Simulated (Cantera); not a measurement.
# Thermodynamics of iron carbonyl, mercury and lead vapours, feed Pb + H₂ + N₂

Input: 1 mol Pb, 9.1 mol H₂, 1 mol N₂, equilibrated at 0.000680 bar.

Method: chemical equilibrium by Gibbs-energy minimisation in Cantera with the NASA 1993 tables (ideal gas, pure condensed phases). Candidate condensed phases: Pb; 11 gas species. Rates play no part.

| T (°C) | x H₂ | x N₂ | x Pb | x H | x NH₃ | x Pb₂ | n Pb(s) | n Pb(l) |
|---|---|---|---|---|---|---|---|---|
| 177 | 0.901 | 0.0989 | <1e-12 | <1e-12 | 0.000218 | <1e-12 | 1.00 | 0 |
| 277 | 0.901 | 0.0990 | 2.25e-10 | <1e-12 | 1.93e-5 | <1e-12 | 1.00 | 0 |
| 377 | 0.901 | 0.0990 | 1.38e-7 | <1e-12 | 3.43e-6 | <1e-12 | 0 | 1.000 |
| 477 | 0.901 | 0.0990 | 1.39e-5 | 1.15e-11 | 9.35e-7 | <1e-12 | 0 | 1.000 |
| 577 | 0.901 | 0.0990 | 0.000468 | 7.46e-10 | 3.39e-7 | 1.03e-10 | 0 | 0.995 |
| 677 | 0.894 | 0.0983 | 0.00740 | 2.02e-8 | 1.49e-7 | 1.06e-8 | 0 | 0.925 |
| 777 | 0.839 | 0.0922 | 0.0684 | 2.85e-7 | 6.74e-8 | 4.38e-7 | 0 | 0.258 |
| 877 | 0.820 | 0.0901 | 0.0901 | 2.59e-6 | 3.69e-8 | 4.16e-7 | 0 | 0 |
| 977 | 0.820 | 0.0901 | 0.0901 | 1.68e-5 | 2.31e-8 | 2.51e-7 | 0 | 0 |
| 1077 | 0.820 | 0.0901 | 0.0901 | 8.27e-5 | 1.55e-8 | 1.62e-7 | 0 | 0 |
| 1177 | 0.820 | 0.0901 | 0.0901 | 0.000328 | 1.10e-8 | 1.12e-7 | 0 | 0 |
x: gas mole fraction; n: condensed amount in mol.

From 177 °C to 277 °C the condensed part is Pb(s). From 377 °C to 777 °C the condensed part is Pb(l). From 877 °C to 1177 °C nothing is condensed.
